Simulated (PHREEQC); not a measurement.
Acid mine or pickling water (model solution)

Synthetic water in mg/kgw, 26 °C, pH 2.6:

```csv
constituent,mg/kgw
Na,1690
K,990
Ca,15.5
Mg,548
Cl,2050
S(6) as SO4,4380
```

Cl is adjusted to close the charge balance.
Valence states are taken as typed.

The numbers come from PHREEQC with the Pitzer model, pitzer.dat.

Each row changes one thing in this solution. Precipitation was switched off in this run.

| case | SO4-2 (mol/kgw) | HSO4- (mol/kgw) | SI of Gypsum (CaSO4:2H2O) | SI of Epsomite (MgSO4:7H2O) |
|---|---|---|---|---|
| as made | 0.0425 | 0.00308 | -1.55 | -2.48 |
| all concentrations times 3 at the same typed pH | 0.131 | 0.00561 | -1.04 | -1.97 |
| temperature from 26 to 15 °C at the same typed pH | 0.0432 | 0.00235 | -1.52 | -2.37 |
| Mg from 548 to 274 mg/kgw | 0.0421 | 0.00346 | -1.51 | -2.73 |
